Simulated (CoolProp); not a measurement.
Vapour-liquid equilibrium of ethane (1) + hydrogen sulfide (2) at -78.75 °C; x and y are mole fractions of (1).

Model: multi-fluid Helmholtz-energy mixture model, Bücker 2006 and Lemmon 2006; pair parameters Kunz 2012, in CoolProp.

```
x      bubble pressure, mixture model (MPa)  bubble pressure, Raoult's law (MPa)  y, mixture model  y, Raoult's law
-----  ------------------------------------  -----------------------------------  ----------------  ---------------
0.05                                0.08988                              0.04248             0.612            0.197
0.125                                0.1317                              0.05233             0.746            0.400
0.2                                  0.1490                              0.06218             0.781            0.538
0.275                                0.1554                              0.07203             0.793            0.639
0.35                                 0.1573                              0.08188             0.797            0.715
0.425                                0.1578                              0.09173             0.798            0.775
0.5                                  0.1584                               0.1016             0.800            0.823
0.575                                0.1595                               0.1114             0.804            0.863
0.65                                 0.1613                               0.1213             0.813            0.896
0.725                                0.1636                               0.1311             0.828            0.925
0.8                                  0.1660                               0.1410             0.853            0.949
0.875                                0.1679                               0.1508             0.891            0.970
0.95                                 0.1683                               0.1607             0.947            0.989
```

The largest gap from Raoult's law is +151.7 % in bubble pressure, at x = 0.125. y crosses x between x = 0.875 and 0.95: the model has an azeotrope there.

Pair parameters are fitted to limited data, so mixtures are less certain than the pure fluids. With so large a gap from Raoult's law the liquid may split in two, which this calculation doesn't test in full.
